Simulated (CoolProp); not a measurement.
C2F6 (R116) at 332.71 K and 2.99 MPa flows at 1.7 m/s in a round tube of 2 mm bore and 15 µm roughness, fully developed (64/Re and Nu = 3.66 if laminar; Colebrook and Gnielinski if turbulent). Each further row changes one setting.

The numbers come from the reference Helmholtz-energy equation of state, Lemmon 2006 in CoolProp. It is a short technical equation, of lower accuracy than the large ones.

| case | Reynolds number | Darcy friction factor | pressure drop (Pa/m) | heat-transfer coefficient (W/(m² K)) | mass flow (kg/h) |
|---|---|---|---|---|---|
| as stated | 35800 | 0.0364 | 5170 | 1550 | 3.78 |
| velocity 3.4 m/s | 71600 | 0.0355 | ___ | 3060 | ___ |
| diameter 4 mm | 71600 | 0.0294 | 2090 | 1270 | ___ |

Task: Complete the blanks.

Result: 
- velocity 3.4 m/s, pressure drop (Pa/m): 20100
- velocity 3.4 m/s, mass flow (kg/h): 7.56
- diameter 4 mm, mass flow (kg/h): 15.1

Viscosity comes from a separate model (Huber 2003), an estimate that may be off by 10 % or more. Thermal conductivity comes from a separate model (Huber 2003), an estimate that may be off by 10 % or more.
